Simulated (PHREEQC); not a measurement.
A solution holds 1.2 mmol/kgw HCl, 0.54 mmol/kgw LiCl and 12 mmol/kgw Fe2(SO4)3, at 22 °C. Closed to the air; pH follows from the charge balance.

Model: ion-association model, phreeqc.dat, run in PHREEQC.

Each row changes one thing in this solution. No solid was allowed to form.

| case | pH | ionic strength (mol/kgw) |
|---|---|---|
| as made | 2.69 | 0.0486 |
| LiCl from 0.00054 to 5.4e-05 mol/kgw | 2.69 | 0.0481 |
| HCl left out | 2.77 | 0.0500 |
| Fe2(SO4)3 left out | 2.94 | 0.00174 |
| HCl from 0.0012 to 0.0018 mol/kgw | 2.65 | 0.0481 |
| 0.00086 mol/kgw HNO3 added | 2.64 | 0.0479 |
| LiCl replaced by FeCl3 at the same molality | 2.68 | 0.0490 |

Some of these states are supersaturated (in Hematite (slow to form), Goethite (slow to form), for instance).
